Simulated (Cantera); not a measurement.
Charge: 1 mol Ti, 11 mol O2, 21 mol H2, at 100000 Pa.

These are equilibrium values from Cantera (NASA tables, ideal gas, pure condensed phases), not measurements of a reactor. Candidate condensed phases: H2O, Ti, TiO, TiO2, Ti2O3, Ti3O5, Ti4O7; 12 gas species. Gases not in the tables: TiO(OH)2. Equilibrium is a limit: real reactors are often held back by kinetics, nucleation or transport.

x: gas mole fraction; n: condensed amount in mol.

```csv
T (K),x H2O,x H2,x OH,x H,x O2,n TiO2(rutile),n TiO2(l)
1550,0.952,0.0476,4.62e-6,6.87e-6,(withheld),1.00,0
1600,0.952,0.0476,9.29e-6,1.19e-5,(withheld),1.00,0
1650,0.952,0.0476,1.79e-5,1.98e-5,(withheld),1.00,0
1700,0.952,0.0476,3.32e-5,3.22e-5,(withheld),1.00,0
1750,0.952,0.0476,5.95e-5,5.08e-5,(withheld),1.00,0
1800,0.952,0.0476,0.000103,7.81e-5,(withheld),1.00,0
1850,0.952,0.0476,0.000174,0.000118,(withheld),1.00,0
1900,0.952,0.0477,0.000284,0.000173,(withheld),1.000,0
1950,0.952,0.0477,0.000453,0.000250,(withheld),1.000,0
2000,0.951,0.0478,0.000706,0.000356,(withheld),1.000,0
2050,0.950,0.0480,0.00108,0.000497,(withheld),1.000,0
2100,0.949,0.0483,0.00160,0.000685,(withheld),1.000,0
2150,0.948,0.0488,0.00234,0.000931,(withheld),0,1.000
2200,0.945,0.0495,0.00334,0.00125,(withheld),0,1.000
```

**Question.** What belongs in the gaps?

**Answer.** 
- 1550, x O2: 5.22e-9
- 1600, x O2: 1.76e-8
- 1650, x O2: 5.51e-8
- 1700, x O2: 1.61e-7
- 1750, x O2: 4.45e-7
- 1800, x O2: 1.16e-6
- 1850, x O2: 2.87e-6
- 1900, x O2: 6.76e-6
- 1950, x O2: 1.52e-5
- 2000, x O2: 3.29e-5
- 2050, x O2: 6.82e-5
- 2100, x O2: 0.000136
- 2150, x O2: 0.000259
- 2200, x O2: 0.000474
